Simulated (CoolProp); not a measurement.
Vapour-liquid equilibrium of ethane (1) + hydrogen chloride (2) at 228.3 K; x and y are mole fractions of (1).

Computed with CoolProp (multi-fluid Helmholtz-energy mixture model, Bücker 2006 and Thol 2018; pair parameters Bell 2016).

```tsv
x	bubble pressure (MPa)	y at the bubble point	dew pressure at overall composition x (MPa)	liquid density (mol/L)
0.05	0.7191	0.138	0.6681	28.36
0.2	0.8409	0.334	0.7572	25.19
0.35	0.8837	0.425	0.8501	22.62
0.5	0.8938	0.494	0.8935	20.55
0.65	0.8789	0.571	0.8456	18.87
0.8	0.8281	0.684	0.7649	17.52
0.95	0.7173	0.888	0.6854	16.42
```

y crosses x between x = 0.35 and 0.5: the model has an azeotrope there.

The pair parameters rest on a limited set of measurements; away from them the model extrapolates.
